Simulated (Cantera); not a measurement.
Charge: 1 mol Ti(OiPr)4, 0.28 mol CH4, 8.7 mol N2, held at 1852 °C and 0.100 bar.

Equilibrium computed with Cantera from the NASA thermochemical tables; the gas is ideal and each condensed phase is pure. The feed counts by its element totals alone. TiC: taken at fixed stoichiometry. Rates play no part.

```json
[
 {"species": "H2", "before": "0.522", "after": "0.519"},
 {"species": "N2", "before": "0.313", "after": "0.312"},
 {"species": "CO", "before": "0.146", "after": "0.146"},
 {"species": "H", "before": "0.00830", "after": "0.0125"},
 {"species": "C2H2 (acetylene)", "before": "0.000874", "after": "0.000869"},
 {"species": "HCN", "before": "0.00946", "after": "0.00942"},
 {"species": "HNC", "before": "0.000665", "after": "0.000663"},
 {"species": "C(graphite), mol", "before": "6.95", "after": "6.96"},
 {"species": "TiC(s), mol", "before": "1.000", "after": "1.000"}
]
```
Gas species are given as mole fractions.

Task: Which change was made?
A) temperature from 1852 °C to 1375 °C
B) temperature from 1852 °C to 1602 °C
C) pressure from 0.100 bar to 44.0 mbar
D) temperature from 1852 °C to 1327 °C

Result: C, pressure from 0.100 bar to 44.0 mbar
